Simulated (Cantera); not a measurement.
# Thermodynamics of silicon oxide and oxynitride deposition, feed TEOS + CO2 + N2 + N2O

Input: 1 mol TEOS, 0.2 mol CO2, 110 mol N2, 1.6 mol N2O, held at 0.000130 bar.

Cantera equilibrium calculation (NASA polynomials, part measured and part estimated; ideal gas, pure solids and liquids). Candidate condensed phases: C, C6H6, C7H8, C8H18, H2O, Si, SiC, SiO2, Si2N2O, Si3N4; 151 gas species. The feed counts by its element totals alone. Equilibrium is a limit: real reactors are often held back by kinetics, nucleation or transport.

| T (K) | log p N2 | log p H2 | log p CO | log p H | log p CO2 | n C(graphite) | n SiO2(α-quartz) | n SiO2(β-quartz) | n Si2N2O(s) | n SiC(s) |
|---|---|---|---|---|---|---|---|---|---|---|
| 673 | -3.94 | -4.99 | -5.43 | <-15 | -6.73 | 4.42 | 1.00 | 0 | 0 | 0 |
| 773 | -3.94 | -4.99 | -5.38 | -14.53 | -8.38 | 4.21 | 1.00 | 0 | 0 | 0 |
| 873 | -3.94 | -4.99 | -5.38 | -12.82 | -9.71 | 4.20 | 0 | 1.00 | 0 | 0 |
| 973 | -3.94 | -4.99 | -5.25 | -11.46 | -10.49 | 2.70 | 0 | 0 | 0.500 | 0 |
| 1073 | -3.94 | -4.99 | -5.25 | -10.35 | -11.35 | 2.70 | 0 | 0 | 0.500 | 0 |
| 1173 | -3.94 | -4.99 | -5.25 | -9.42 | -12.05 | 2.70 | 0 | 0 | 0.500 | 0 |
| 1273 | -3.94 | -4.99 | -5.25 | -8.64 | -12.64 | 2.70 | 0 | 0 | 0.499 | 0 |
| 1373 | -3.94 | -4.99 | -5.21 | -7.97 | -13.07 | 1.20 | 0 | 0 | 0 | 0.993 |
| 1473 | -3.94 | -4.99 | -5.21 | -7.39 | -13.50 | 1.19 | 0 | 0 | 0 | 0.990 |
| 1573 | -3.94 | -5.00 | -5.22 | -6.89 | -13.87 | 1.17 | 0 | 0 | 0 | 0.984 |
| 1673 | -3.95 | -5.00 | -5.22 | -6.44 | -14.20 | 1.14 | 0 | 0 | 0 | 0.972 |
log p: log10 of the partial pressure in bar; n: condensed amount in mol.

From 673 K to 773 K the condensed part is C(graphite) + SiO2(α-quartz). At 873 K the condensed part is C(graphite) + SiO2(β-quartz). From 973 K to 1273 K the condensed part is C(graphite) + Si2N2O(s). From 1373 K to 1673 K the condensed part is C(graphite) + SiC(s).
